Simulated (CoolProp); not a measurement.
Vapour-liquid equilibrium of n-butane (1) + benzene (2) at 258 kPa; x and y are mole fractions of (1).

Computed with CoolProp (multi-fluid Helmholtz-energy mixture model, Bücker 2006 and Thol 2012; pair parameters Bell 2016).

```csv
x,"bubble temperature, mixture model (K)","bubble temperature, Raoult's law (K)","y, mixture model","y, Raoult's law"
0.05,373.7,374.8,0.311,0.306
0.2,344.2,349.4,0.747,0.721
0.35,___,333.2,0.880,0.868
0.5,317.5,322.0,___,0.933
0.65,311.0,313.6,___,0.966
0.8,306.1,307.0,0.977,0.985
0.95,301.6,301.6,___,0.997
```

### Question
Complete the blanks.

### Answer

- 0.35, bubble temperature, mixture model (K): 327.4
- 0.5, y, mixture model: 0.932
- 0.65, y, mixture model: 0.959
- 0.95, y, mixture model: 0.994

The largest gap from Raoult's law is -5.8 K in bubble temperature, at x = 0.35. No azeotrope shows between x = 0.05 and 0.95.

The pair parameters rest on a limited set of measurements; away from them the model extrapolates.
